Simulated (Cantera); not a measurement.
A Cantera script and its output.

```python
import numpy as np
import cantera as ct

gas = ct.Solution("gri30.yaml")
gas.TPX = 423, 101325, {'CO': 1, 'H2': 0.2, 'O2': 0.714, 'N2': 2.69}
inlet = ct.Reservoir(gas, clone=True)
gas.equilibrate("HP")  # start burning
reactor = ct.IdealGasConstPressureReactor(gas, energy="on", clone=False)
exhaust = ct.Reservoir(gas, clone=True)
tau = [0.056, 0.032, 0.018, 0.01, 0.006, 0.0034, 0.002, 0.0011, 0.00064, 0.00036, 0.00021, 0.00012, 6.8e-05][0]
for a, b in ((inlet, reactor), (reactor, exhaust)):
    ct.MassFlowController(a, b, mdot=lambda t: reactor.mass / tau)
net = ct.ReactorNet([reactor])
show = ['CO', 'H2', 'O2', 'H', 'CO2']

rows = []
print(f"{'tau/s':>10s}{'T/K':>9s}" + "".join(f"{s:>11s}" for s in show))
for tau in [0.056, 0.032, 0.018, 0.01, 0.006, 0.0034, 0.002, 0.0011, 0.00064, 0.00036, 0.00021, 0.00012, 6.8e-05]:
    net.initial_time = 0.0
    net.advance(30 * tau)
    before = gas.X
    net.advance(40 * tau)
    drift = np.max(np.abs(gas.X - before) / (gas.X + 1e-9))
    rows.append([gas.T, *gas[show].X, drift])
    print(f"{tau:10.3e}{gas.T:9.1f}" + "".join(f"{x:11.3e}" for x in gas[show].X))
```

Output:

```
     tau/s      T/K         CO         H2         O2          H        CO2
 5.600e-02   2295.5  2.329e-02  8.541e-04  3.687e-02  4.827e-04  2.229e-01
 3.200e-02   2269.8  2.661e-02  9.932e-04  3.873e-02  6.342e-04  2.191e-01
 1.800e-02   2231.0  3.136e-02  1.204e-03  4.117e-02  9.039e-04  2.135e-01
 1.000e-02   2178.7  3.741e-02  1.492e-03  4.408e-02  1.356e-03  2.065e-01
 6.000e-03   2124.6  4.330e-02  1.796e-03  4.677e-02  1.947e-03  1.995e-01
 3.400e-03   2056.2  5.021e-02  2.183e-03  4.981e-02  2.891e-03  1.913e-01
 2.000e-03   1985.5  5.681e-02  2.582e-03  5.265e-02  4.128e-03  1.834e-01
 1.100e-03   1897.8  6.429e-02  3.053e-03  5.587e-02  6.037e-03  1.743e-01
 6.400e-04   1810.5  7.123e-02  3.471e-03  5.892e-02  8.291e-03  1.658e-01
 3.600e-04   1707.1  7.952e-02  3.863e-03  6.281e-02  1.111e-02  1.556e-01
 2.100e-04   1593.4  9.053e-02  4.149e-03  6.844e-02  1.347e-02  1.427e-01
 1.200e-04   1418.5  1.163e-01  4.656e-03  8.265e-02  1.263e-02  1.142e-01
 6.800e-05    423.0  2.172e-01  4.344e-02  1.551e-01  2.648e-26  2.075e-16
```

Detailed kinetics in Cantera: GRI-Mech 3.0 (53 species, 325 reactions).
